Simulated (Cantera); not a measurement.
A perfectly stirred reactor is fed with CO : H₂ : CH₄ : O₂ : N₂ = 1 : 0.039 : 0.03 : 0.362 : 1.36 (molar parts), equivalence ratio 1.6, at 5.00 bar; it is adiabatic with a 448 K inlet, and is followed from long to short residence time, starting on the burning branch (τ in s: 0.049, 0.021, 0.0086, 0.0036, 0.0015, 0.00062, 0.00026, 0.00011, 4.5e-05, 1.9e-05).

Cantera simulation using GRI-Mech 3.0 (53 species, 325 reactions); the numbers are that mechanism's predictions, not measurements.

Task: What does this change do: pressure from 5.00 bar to 1.00 bar?

Result: 
| quantity | before | after |
|---|---|---|
| blow-out, bracketed by the residence times tried | burning at 19.0 µs, the shortest tried | burning at 0.110 ms, out at 45.0 µs |
| x(CO) at τ = 49.0 ms | 0.172 | 0.176 |
| x(H₂) at τ = 49.0 ms | 0.00421 | 0.00434 |
| x(CH₄) at τ = 49.0 ms | 4.64e-7 | 6.37e-7 |
| x(CH₃) at τ = 49.0 ms | 3.25e-7 | 3.78e-7 |
| x(HO₂) at τ = 49.0 ms | 9.43e-8 | 2.50e-7 |
| x(CO) at τ = 0.620 ms | 0.183 | 0.208 |
| x(H₂) at τ = 0.620 ms | 0.00452 | 0.00554 |
| x(CH₄) at τ = 0.620 ms | 6.06e-6 | 1.27e-5 |
| x(CH₃) at τ = 0.620 ms | 2.73e-6 | 2.69e-6 |
| x(HO₂) at τ = 0.620 ms | 2.73e-6 | 4.00e-6 |

Task: What does this change do: pressure from 5.00 bar to 8.90 bar?

Result: 
```json
[
 {"quantity": "blow-out, bracketed by the residence times tried", "before": "burning at 19.0 µs, the shortest tried", "after": "burning at 19.0 µs, the shortest tried"},
 {"quantity": "x(CO) at τ = 49.0 ms", "before": "0.172", "after": "0.171"},
 {"quantity": "x(H₂) at τ = 49.0 ms", "before": "0.00421", "after": "0.00420"},
 {"quantity": "x(CH₄) at τ = 49.0 ms", "before": "4.64e-7", "after": "4.19e-7"},
 {"quantity": "x(CH₃) at τ = 49.0 ms", "before": "3.25e-7", "after": "2.81e-7"},
 {"quantity": "x(HO₂) at τ = 49.0 ms", "before": "9.43e-8", "after": "6.57e-8"},
 {"quantity": "x(CO) at τ = 0.620 ms", "before": "0.183", "after": "0.178"},
 {"quantity": "x(H₂) at τ = 0.620 ms", "before": "0.00452", "after": "0.00432"},
 {"quantity": "x(CH₄) at τ = 0.620 ms", "before": "6.06e-6", "after": "5.46e-6"},
 {"quantity": "x(CH₃) at τ = 0.620 ms", "before": "2.73e-6", "after": "2.83e-6"},
 {"quantity": "x(HO₂) at τ = 0.620 ms", "before": "2.73e-6", "after": "2.06e-6"}
]
```
